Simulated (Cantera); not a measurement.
## Thermal oxidation and active oxidation of silicon: Si + H2O + N2

A closed system holds: 1 mol Si, 0.014 mol H2O, 48 mol N2, held at 1450 °C and 1 atm.

Cantera equilibrium calculation (NASA polynomials, part measured and part estimated; ideal gas, pure solids and liquids). Candidate condensed phases: H2O, Si, SiO2, Si2N2O, Si3N4; 35 gas species. Mutual solubility and eutectic melting of coexisting phases are not modelled. Equilibrium is a limit: real reactors are often held back by kinetics, nucleation or transport.

| Property | Value |
|---|---|
| x(N2) | 1.000 |
| x(H2) | 0.000294 |
| x(SiO) | 1.21e-5 |
| x(H) | 3.11e-6 |
| n(Si2N2O(s)) | 0.0134 mol |
| n(Si3N4(s)) | 0.324 mol |
| gas amount | 47.35 mol |
| log10 activity of Si(l) (absent) | -1.75 |
